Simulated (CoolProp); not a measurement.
The numbers come from the reference Helmholtz-energy equation of state, Lemmon 2006 in CoolProp. It is a short technical equation, of lower accuracy than the large ones.

Task: Give the vapour pressure (kPa), vapour density (kg/m³), surface tension (mN/m), vapour viscosity (µPa s) of saturated C2F6 (R116) at 210.5, 226, 233.7 K.

Result: 
| T (K) | p (kPa) | vapour density (kg/m³) | surface tension (mN/m) | vapour viscosity (µPa s) |
|---|---|---|---|---|
| 210.5 | 217 | 18.5 | 8.97 | 9.81 |
| 226 | 414 | 34.6 | 6.96 | 10.5 |
| 233.7 | 551 | 46.0 | 5.99 | 10.9 |

Viscosity comes from a separate model (Huber 2003), an estimate that may be off by 10 % or more. Surface tension comes from a separate correlation (Mulero 2012).
